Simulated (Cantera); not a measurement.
Standard-state values (1 bar) from the NASA 1993 polynomials, evaluated with Cantera. Values are per mole of reaction as written; species without (g) are pure solids or liquids, kept so even where they would boil at 1 bar.

2 O(g) + CaS ⇌ Ca(g) + SO₂(g), with ΔH° = -144.2 kJ and ΔS° = 24.2 J/K at 300 K.

Q: How far is the shortcut ΔG° ≈ ΔH°(300 K) − T·ΔS°(300 K) from the full temperature-dependent value at 598, 648, 698, 748, 798, 848, 898, 948, 998, 1048 K?

A: 
| T (K) | shortcut (kJ) | full (kJ) | difference (kJ) | difference in log10 K |
|---|---|---|---|---|
| 598 | -158.7 | -155.4 | -3.2 | 0.28 |
| 648 | -159.9 | -155.7 | -4.2 | 0.34 |
| 698 | -161.1 | -155.8 | -5.3 | 0.40 |
| 748 | -162.3 | -155.8 | -6.5 | 0.45 |
| 798 | -163.5 | -155.8 | -7.7 | 0.50 |
| 848 | -164.7 | -155.7 | -9.0 | 0.55 |
| 898 | -165.9 | -155.6 | -10.4 | 0.60 |
| 948 | -167.1 | -155.4 | -11.8 | 0.65 |
| 998 | -168.4 | -155.1 | -13.3 | 0.69 |
| 1048 | -169.6 | -154.8 | -14.8 | 0.74 |
The shortcut ignores the heat-capacity change of the reaction.
